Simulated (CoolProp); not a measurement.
Carbon monoxide along the isotherm 186 K: fugacity coefficient from the reference equation and from simpler models built on Tc = 132.9 K, pc = 3498 kPa, ω = 0.050; each cubic takes its own stable root.

The numbers come from the reference Helmholtz-energy equation of state, Lemmon 2006 in CoolProp. It is a short technical equation, of lower accuracy than the large ones.

```json
[
 {"p (kPa)": "375", "phase": "gas", "reference": "0.9875"},
 {"p (kPa)": "750", "phase": "gas", "reference": "0.9752"},
 {"p (kPa)": "1120", "phase": "gas", "reference": "0.9632"},
 {"p (kPa)": "1500", "phase": "gas", "reference": "0.9510"},
 {"p (kPa)": "1870", "phase": "gas", "reference": "0.9393"},
 {"p (kPa)": "2250", "phase": "gas", "reference": "0.9275"},
 {"p (kPa)": "2620", "phase": "gas", "reference": "0.9162"},
 {"p (kPa)": "3000", "phase": "gas", "reference": "0.9048"},
 {"p (kPa)": "3370", "phase": "gas", "reference": "0.8938"},
 {"p (kPa)": "3750", "phase": "supercritical", "reference": "0.8827"},
 {"p (kPa)": "4120", "phase": "supercritical", "reference": "0.8721"},
 {"p (kPa)": "4500", "phase": "supercritical", "reference": "0.8614"},
 {"p (kPa)": "4870", "phase": "supercritical", "reference": "0.8511"},
 {"p (kPa)": "5250", "phase": "supercritical", "reference": "0.8408"}
]
```

How far does each simpler model (van der Waals, Redlich-Kwong, Soave-Redlich-Kwong, Peng-Robinson) lie from the reference over these 14 states: mean and median of the absolute difference, and the worst?


- van der Waals: mean 1.1 %, median 1.0 %, worst -2.4 % at 186 K and 5250 kPa
- Redlich-Kwong: mean 0.4 %, median 0.4 %, worst -0.7 % at 186 K and 5250 kPa
- Soave-Redlich-Kwong: mean 0.3 %, median 0.3 %, worst +0.7 % at 186 K and 5250 kPa
- Peng-Robinson: mean 1.6 %, median 1.7 %, worst -2.9 % at 186 K and 5250 kPa
